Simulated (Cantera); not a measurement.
An isothermal, constant-pressure homogeneous reactor starts with NO : N₂ = 1 : 0.13 (molar parts), at 1998 K and 0.132 atm. Integrator tolerance rtol = 1e-08.

Model: GRI-Mech 3.0 (53 species, 325 reactions), integrated in Cantera.

Question: What does this change do: temperature 1998 to 1723 K?

Answer: 
| quantity | before | after |
|---|---|---|
| x(NO) at 200 s | 0.00924 (gas-phase equilibrium 0.00924) | 0.0665 (gas-phase equilibrium 0.00386) |
| x(O) at 200 s | 0.00120 (gas-phase equilibrium 0.00120) | 0.000100 (gas-phase equilibrium 0.000104) |
| x(NO₂) at 200 s | 8.41e-6 (gas-phase equilibrium 8.41e-6) | 0.000100 (gas-phase equilibrium 6.05e-6) |
| x(O₂) at 200 s | 0.437 (gas-phase equilibrium 0.437) | 0.409 (gas-phase equilibrium 0.440) |
| x(N₂O) at 200 s | 1.59e-7 (gas-phase equilibrium 1.59e-7) | 1.47e-6 (gas-phase equilibrium 6.89e-8) |
| x(N₂) at 200 s | 0.553 (gas-phase equilibrium 0.553) | 0.524 (gas-phase equilibrium 0.556) |
